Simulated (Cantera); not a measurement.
What does this Cantera script print?

```python
import numpy as np
import cantera as ct

surf = ct.Interface("ptcombust.yaml", "Pt_surf")
gas = surf.adjacent["gas"]
gas.TPX = 1023, 150000, {'H2': 0.016, 'O2': 0.13, 'N2': 0.79}
surf.TP = 1023, 150000
reactor = ct.FlowReactor(gas, clone=False)
reactor.area = 0.0001  # m2
reactor.surface_area_to_volume_ratio = 130  # 1/m
reactor.mass_flow_rate = 0.16 * reactor.area * gas.density  # inlet velocity 0.16 m/s
reactor.energy_enabled = False
wall = ct.ReactorSurface(surf, reactor, clone=False)
net = ct.ReactorNet([reactor])
net.rtol, net.atol = 1e-8, 1e-16
show, cover = ['H2', 'O2', 'H2O'], ['PT(S)', 'H(S)', 'O(S)', 'OH(S)', 'CO(S)', 'C(S)']

rows = []
print(f"{'z/m':>9s}{'u/(m/s)':>9s}" + "".join(f"{s:>13s}" for s in show + cover))
for z in [0.00033, 0.00064, 0.0012, 0.0024, 0.0046, 0.0089, 0.017, 0.033]:
    net.advance(z)
    rows.append([reactor.speed, *gas[show].X, *surf[cover].coverages])
    print(f"{z:9.4g}{rows[-1][0]:9.3g}" + "".join(f"{x:13.4e}" for x in rows[-1][1:]))
```

Output:

```
      z/m  u/(m/s)           H2           O2          H2O        PT(S)         H(S)         O(S)        OH(S)        CO(S)         C(S)
  0.00033    0.159   1.7436e-03   1.3222e-01   1.5480e-02   1.9373e-01   4.7549e-07   8.0368e-01   2.5766e-03  -5.4001e-27  -2.9811e-29
  0.00064    0.159   2.7160e-04   1.3158e-01   1.6965e-02   1.8717e-01   4.5256e-07   8.1023e-01   2.5966e-03  -5.5363e-29  -4.3351e-31
   0.0012    0.159   9.9000e-06   1.3147e-01   1.7230e-02   1.8605e-01   4.4870e-07   8.1135e-01   2.6001e-03   8.2135e-30  -4.3942e-33
   0.0024    0.159   8.4789e-09   1.3146e-01   1.7241e-02   1.8601e-01   4.4856e-07   8.1139e-01   2.6004e-03   1.8196e-30  -2.1411e-33
   0.0046    0.159   1.6159e-10   1.3147e-01   1.7241e-02   1.8601e-01   4.4857e-07   8.1139e-01   2.6004e-03   2.3658e-27   1.7377e-29
   0.0089    0.159   1.5691e-10   1.3147e-01   1.7241e-02   1.8601e-01   4.4857e-07   8.1139e-01   2.6004e-03  -3.1201e-29  -2.3196e-31
    0.017    0.159   1.5564e-10   1.3147e-01   1.7241e-02   1.8601e-01   4.4857e-07   8.1139e-01   2.6004e-03  -1.6019e-23  -2.0462e-34
    0.033    0.159   1.5547e-10   1.3147e-01   1.7241e-02   1.8601e-01   4.4857e-07   8.1139e-01   2.6004e-03   1.5731e-16   6.3161e-27
```

Detailed kinetics in Cantera: Deutschmann's 1995 Pt surface mechanism with GRI-Mech 3.0 gas chemistry. Catalytic surfaces can have several steady states; this one follows from the mechanism file's or the stated starting coverage. Mass transfer to the wall is taken as infinitely fast.
